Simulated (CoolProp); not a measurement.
The numbers come from the reference Helmholtz-energy equation of state, Thol 2018 in CoolProp.

For hydrogen chloride, give the phase and the cp (kJ/(kg K)) at 170.65 °C and 593 kPa; -52.85 °C and 68.4 kPa.


- 170.65 °C and 593 kPa: gas; cp 0.814
- -52.85 °C and 68.4 kPa: gas; cp 0.824
